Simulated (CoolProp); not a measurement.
Values from CoolProp's reference Helmholtz-energy equation of state, de Vries 1995.

Q: Give the vapour pressure (kPa), liquid density (kg/m³), surface tension (mN/m), liquid viscosity (µPa s) of saturated R124 at -6.15, 16.35 °C.

A: 
| T (°C) | p (kPa) | liquid density (kg/m³) | surface tension (mN/m) | liquid viscosity (µPa s) |
|---|---|---|---|---|
| -6.15 | 128 | 1460 | 13.5 | 367 |
| 16.35 | 290 | 1380 | 10.7 | 276 |

Viscosity comes from a separate model (Bell 2016), an estimate that may be off by 10 % or more. Surface tension comes from a separate correlation (Mulero 2012).
